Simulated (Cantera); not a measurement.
Charge: 1 mol FeS, 4.6 mol O2, 1.7 mol N2, equilibrated at 427 °C and 1.40 bar.

Equilibrium computed with Cantera from the NASA thermochemical tables; the gas is ideal and each condensed phase is pure. Candidate condensed phases: Fe, FeO, FeS, FeSO4, FeS2, Fe2O3, Fe2(SO4)3, Fe3O4, S; 19 gas species. Kinetics and transport are ignored.

Base state: O2 0.580, N2 0.420, SO3 1.50e-5 (mole fractions); condensed: Fe2O3(s) + Fe2(SO4)3(s).

Question: What changes in the equilibrium state with this change: temperature from 427 °C to 700 °C?

Answer: 
```
species             before    after
-----------------  -------  -------
O2                   0.580    0.485
N2                   0.420    0.328
SO3                1.50e-5    0.126
SO2                5.82e-8   0.0612
NO                 3.42e-7  2.26e-5
Fe2O3(s), mol        0.167    0.489
Fe2(SO4)3(s), mol    0.333   0.0105
```
